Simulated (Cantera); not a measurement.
A freely propagating, adiabatic, planar premixed flame of 8.64 % CH4, 19.2 % O2, 72.2 % N2, equivalence ratio 0.90, unburnt at 475 K and 0.400 bar; mixture-averaged transport, grid criteria slope 0.08 and curve 0.16, no radiation.

Computed with Cantera and GRI-Mech 3.0 (53 species, 325 reactions). Burning velocities carry a grid error of a few per cent, more on coarse grids.

x: mole fraction of selected species; z is measured from the peak of heat release.

| z (mm) | T (K) | u (m/s) | x CH4 | x O2 | x H2O | x CH3 | x C2H2 | x CO |
|---|---|---|---|---|---|---|---|---|
| -2.45 | 475 | 0.987 | 0.0863 | 0.192 | 1.25e-5 | 1.21e-8 | <1e-8 | 9.67e-7 |
| -1.63 | 476 | 0.990 | 0.0861 | 0.191 | 0.000147 | 1.56e-7 | <1e-8 | 1.45e-5 |
| -1.23 | 480 | 1.000 | 0.0857 | 0.191 | 0.000712 | 8.31e-7 | 2.62e-8 | 8.51e-5 |
| -0.817 | 519 | 1.09 | 0.0830 | 0.188 | 0.00560 | 9.11e-6 | 4.39e-7 | 0.000944 |
| -0.408 | 872 | 1.85 | 0.0617 | 0.161 | 0.0428 | 0.000313 | 9.35e-6 | 0.0119 |
| -0.204 | 1275 | 2.73 | 0.0345 | 0.122 | 0.0842 | 0.00176 | 3.12e-5 | 0.0288 |
| 0 | 1649 | 3.56 | 0.00849 | 0.0762 | 0.125 | 0.00171 | 5.66e-5 | 0.0458 |
| 0.204 | 1795 | 3.88 | 0.000709 | 0.0496 | 0.143 | 0.000208 | 9.88e-6 | 0.0448 |
| 0.408 | 1832 | 3.95 | 3.14e-5 | 0.0402 | 0.146 | 9.74e-6 | 3.04e-7 | 0.0365 |
| 0.817 | 1872 | 4.02 | [?] | [?] | 0.146 | [?] | <1e-8 | [?] |
| 1.63 | 1925 | 4.11 | <1e-8 | 0.0323 | 0.148 | <1e-8 | <1e-8 | 0.0213 |
| 3.27 | 1991 | 4.23 | <1e-8 | 0.0301 | 0.152 | <1e-8 | <1e-8 | 0.0187 |
| 6.53 | 2067 | 4.37 | <1e-8 | [?] | 0.157 | <1e-8 | <1e-8 | [?] |

### Question
What belongs in the gaps?

### Answer

- 0.817, x CH4: 6.56e-8
- 0.817, x O2: 0.0350
- 0.817, x CH3: 2.23e-8
- 0.817, x CO: 0.0268
- 6.53, x O2: 0.0276
- 6.53, x CO: 0.0157
